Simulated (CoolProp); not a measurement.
Vapour-liquid equilibrium of hydrogen sulfide (1) + n-heptane (2) at 0.312 MPa; x and y are mole fractions of (1).

Values from CoolProp's multi-fluid Helmholtz-energy mixture model, Lemmon 2006 and Span 2003; pair parameters Kunz 2012.

```tsv
x	bubble temperature, mixture model (K)	bubble temperature, Raoult's law (K)	y, mixture model	y, Raoult's law
0.05	350.6	344.6	0.829	0.870
0.125	292.1	306.0	0.986	0.975
0.2	270.3	287.7	0.996	0.991
0.275	259.8	276.3	0.998	0.996
0.35	254.0	268.2	0.999	0.998
0.425	250.4	262.0	0.999	0.999
0.5	248.0	257.0	0.999	0.999
0.575	246.2	252.9	0.999	0.999
0.65	244.8	249.4	1.000	1.000
0.725	243.5	246.4	1.000	1.000
0.8	242.2	243.8	1.000	1.000
0.875	240.8	241.4	1.000	1.000
0.95	239.2	239.3	1.000	1.000
```

The largest gap from Raoult's law is -17.4 K in bubble temperature, at x = 0.2. No azeotrope shows between x = 0.05 and 0.95.

Pair parameters are fitted to limited data, so mixtures are less certain than the pure fluids. The gap from Raoult's law changes sign with composition, which may be real or a fault of the pair parameters; it wasn't checked against measurements. With so large a gap from Raoult's law the liquid may split in two, which this calculation doesn't test in full.
